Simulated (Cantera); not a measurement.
Silicon carbide growth: SiHCl3 + C2H2 + H2

Input: 1 mol SiHCl3, 0.42 mol C2H2, a varied amount of H2, equilibrated at 2448 K and 0.100 bar.

These are equilibrium values from Cantera (NASA tables, ideal gas, pure condensed phases), not measurements of a reactor. Candidate condensed phases: C, C6H6, C7H8, C8H18, Si, SiC; 109 gas species. The tables' values for SiCl are old estimates; treat these amounts as uncertain. Gases not in the tables: Si2H6 and higher silanes. Equilibrium is a limit: real reactors are often held back by kinetics, nucleation or transport.

| n(H2) (mol) | x H2 | x H | x HCl | x Si | x C2H2 (acetylene) | x Cl | x SiC2 |
|---|---|---|---|---|---|---|---|
| 81 | 0.893 | 0.0595 | 0.0318 | 0.00754 | 0.00364 | 0.00150 | 0.000790 |
| 110 | 0.904 | 0.0599 | 0.0239 | 0.00608 | 0.00286 | 0.00112 | 0.000495 |
| 150 | 0.913 | 0.0601 | 0.0178 | 0.00478 | 0.00222 | 0.000834 | 0.000299 |
| 210 | 0.920 | 0.0604 | 0.0129 | 0.00362 | 0.00167 | 0.000601 | 0.000169 |
| 280 | 0.925 | 0.0605 | 0.00974 | 0.00282 | 0.00129 | 0.000453 | 0.000101 |
| 390 | 0.929 | 0.0607 | 0.00703 | 0.00208 | 0.000954 | 0.000326 | 5.51e-5 |
| 530 | 0.931 | 0.0608 | 0.00519 | 0.00156 | 0.000716 | 0.000241 | 3.10e-5 |
| 720 | 0.933 | 0.0608 | 0.00383 | 0.00117 | 0.000535 | 0.000177 | 1.72e-5 |
| 990 | 0.935 | 0.0609 | 0.00279 | 0.000859 | 0.000393 | 0.000129 | 9.29e-6 |
| 1400 | 0.936 | 0.0609 | 0.00198 | 0.000612 | 0.000280 | 9.14e-5 | 4.71e-6 |
x: gas mole fraction; nothing condenses.

From 81 mol H2 to 1400 mol H2 nothing is condensed. The main Si-bearing gas is Si throughout.
